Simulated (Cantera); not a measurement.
Cantera with NASA thermochemical tables; ideal gases at 1 bar, condensed phases pure. Values are per mole of reaction as written; species without (g) are pure solids or liquids, kept so even where they would boil at 1 bar.

**Question.** Between 300 and 2925 K, where is each reaction favourable under standard conditions?
- N₂O(g) + C → CO(g) + N₂(g)

**Answer.** 
- N₂O(g) + C → CO(g) + N₂(g): ΔG° is -241 kJ at 300 K and -651 kJ at 2925 K; it stays negative (K > 1). ΔH° is -222 kJ and ΔS° 147 J/K at 2925 K.
